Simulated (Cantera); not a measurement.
Cantera run:

```python
import numpy as np
import cantera as ct

gas_names = [...]  # 148 gases of nasa_gas.yaml made of Al, C, H, N, O
cond_names = """
    AL(cr) AL(L) ALN(s) AL2O3(a) AL2O3(L) C(gr) C6H6(L) C7H8(L) C8H18(L),n-octa H2O(s) H2O(L)
""".split()


# ... load() reads the species with a 1 bar reference pressure and builds the phases ...
atoms = {
    'Al(CH3)3': {'AL': 1, 'C': 3, 'H': 9},
    'N2O': {'N': 2, 'O': 1},
    'N2': {'N': 2},
}
top_T = {'ALN(s)': 2750, 'C(gr)': 4500}  # K; cautious upper limits of use, not melting points


# ... equilibrate(T, P, feed) seeds the gas with the atoms and calls Mixture.equilibrate('TP', solver="vcs", rtol=1e-11, max_steps=5000) ...
results = []
feed = {'Al(CH3)3': 1, 'N2O': 4.7, 'N2': 23}  # mol
T = 1498.15  # K
P = 1000  # Pa
mix = equilibrate(T, P, feed)
results.append((T, P, feed, dict(zip(mix.species_names, mix.species_moles))))
print(gas.report(threshold=0.0001))
for i in range(1, mix.n_phases):
    print(f"{mix.phase(i).name:16s} {mix.phase_moles(i):12.5e} mol")
```

It prints:

```
       temperature   1498.2 K
          pressure   1000 Pa
           density   0.0019894 kg/m^3
  mean mol. weight   24.78 kg/kmol
   phase of matter   gas

                          1 kg             1 kmol
                     ---------------   ---------------
          enthalpy         1.103e+06        2.7332e+07  J
   internal energy        6.0031e+05        1.4876e+07  J
           entropy             11247         2.787e+05  J/K
    Gibbs function       -1.5746e+07        -3.902e+08  J
 heat capacity c_p            1395.4             34578  J/K
 heat capacity c_v            1059.8             26263  J/K

                      mass frac. Y      mole frac. X     chem. pot. / RT
                     ---------------   ---------------   ---------------
                CO          0.094991          0.084037           -42.715
               CO2         0.0021085         0.0011872           -73.119
                H2          0.010032           0.12331           -25.297
               H2O         0.0032674         0.0044944           -55.702
                N2            0.8896           0.78691           -30.853
     [ +143 minor]        2.5354e-06        6.0555e-05

AL(L)             0.00000e+00 mol
ALN(s)            0.00000e+00 mol
AL2O3(a)          5.00000e-01 mol
C(gr)             0.00000e+00 mol
```

Equilibrium computed with Cantera from the NASA thermochemical tables; the gas is ideal and each condensed phase is pure. The feed counts by its element totals alone.
